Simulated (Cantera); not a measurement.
## Hydrocarbon pyrolysis for carbon deposition

An isothermal, constant-pressure homogeneous reactor starts with C₂H₆ : N₂ = 1 : 28 (molar parts), at 1623 K and 0.00150 bar.

Detailed kinetics in Cantera: GRI-Mech 3.0 (53 species, 325 reactions). GRI-Mech 3.0 stops at C3 and has no aromatics, soot or wall deposition, so with more carbon than oxygen in the feed, carbon stays in small species such as C2H2 where larger ones or solid carbon would form. Radical loss at walls, strong at low pressure, is not modelled.

```csv
t (s),x C₂H₆,x H,x H₂,x C₂H₂,x HCN,x C₂H₄,x CH₃
0.000100,0.0343,1.71e-7,3.86e-8,1.47e-12,<1e-12,6.29e-8,0.000365
0.000298,0.0339,1.65e-6,8.17e-7,9.86e-11,<1e-12,1.42e-6,0.00108
0.000891,0.0328,2.42e-5,3.26e-5,1.13e-8,4.96e-11,3.89e-5,0.00309
0.00266,0.0284,0.000251,0.00111,6.16e-6,6.13e-8,0.00115,0.00798
0.00794,0.0126,0.000840,0.0111,0.000968,1.81e-6,0.0103,0.0149
0.0237,0.000265,0.00126,0.0351,0.0135,9.24e-6,0.0121,0.00589
0.0707,5.14e-6,0.000531,0.0490,0.0245,1.33e-5,0.00374,0.00145
0.211,1.33e-6,0.000291,0.0541,0.0283,1.45e-5,0.000731,0.000647
0.630,4.73e-7,0.000189,0.0563,0.0295,1.52e-5,0.000131,0.000352
1.88,1.80e-7,0.000136,0.0579,0.0301,1.58e-5,4.82e-5,0.000205
5.61,7.84e-8,0.000122,0.0597,0.0307,1.65e-5,2.13e-5,0.000133
16.8,2.89e-8,0.000145,0.0619,0.0314,1.79e-5,7.37e-6,8.24e-5
50.0,4.19e-9,0.000216,0.0637,0.0320,2.20e-5,1.18e-6,3.37e-5
```
x: mole fraction; the columns are a selection and need not sum to one.

Equilibrium at this temperature and pressure: C₂H₆ <1e-12, H 0.000456, H₂ 0.0643, C₂H₂ 0.00856, HCN 0.0474, C₂H₄ 7.46e-8, CH₃ 8.10e-8 (gas phase only).
